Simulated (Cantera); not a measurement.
Adiabatic ignition

An adiabatic, constant-volume homogeneous reactor starts with 27.4 % H₂, 15.2 % O₂, 57.3 % N₂, at 1275 K and 110000 Pa.

Model: the H2/O2 subset of GRI-Mech 3.0, which has no nitrogen chemistry, integrated in Cantera.

```tsv
t (s)	T (K)	P (bar)	x H₂	x O₂	x H₂O	x H₂O₂	x OH	x H	x O
1.00e-6	1275	1.10	0.274	0.152	2.81e-9	2.08e-11	9.21e-10	1.31e-8	1.39e-9
3.10e-6	1275	1.10	0.274	0.152	5.56e-8	2.11e-10	6.62e-9	7.64e-8	1.07e-8
9.63e-6	1275	1.10	0.274	0.152	4.13e-6	4.05e-9	3.02e-7	3.35e-6	4.95e-7
2.99e-5	1861	1.56	0.0524	0.0437	0.176	1.60e-6	0.0224	0.0867	0.0287
9.28e-5	2933	2.29	0.0366	0.0259	0.241	9.09e-7	0.0348	0.0168	0.00985
0.000288	2939	2.29	0.0364	0.0258	0.242	9.26e-7	0.0347	0.0165	0.00975
0.000894	2939	2.29	0.0364	0.0258	0.242	9.26e-7	0.0347	0.0165	0.00975
0.00278	2939	2.29	0.0364	0.0258	0.242	9.26e-7	0.0347	0.0165	0.00975
0.00862	2939	2.29	0.0364	0.0258	0.242	9.26e-7	0.0347	0.0165	0.00975
0.0267	2939	2.29	0.0364	0.0258	0.242	9.26e-7	0.0347	0.0165	0.00975
0.0830	2939	2.29	0.0364	0.0258	0.242	9.26e-7	0.0347	0.0165	0.00975
0.258	2939	2.29	0.0364	0.0258	0.242	9.26e-7	0.0347	0.0165	0.00975
0.800	2939	2.29	0.0364	0.0258	0.242	9.26e-7	0.0347	0.0165	0.00975
```
x: mole fraction; the columns are a selection and need not sum to one.

The time of steepest temperature rise comes out as 27.9 µs, the temperature at 0.800 s is 2939 K and the equilibrium temperature is 2939 K. The x(H₂) at 0.800 s is 0.0364 (gas-phase equilibrium 0.0364) and the x(O₂) at 0.800 s comes out as 0.0258 (gas-phase equilibrium 0.0258). The x(H₂O) at 0.800 s comes out as 0.242 (gas-phase equilibrium 0.242).
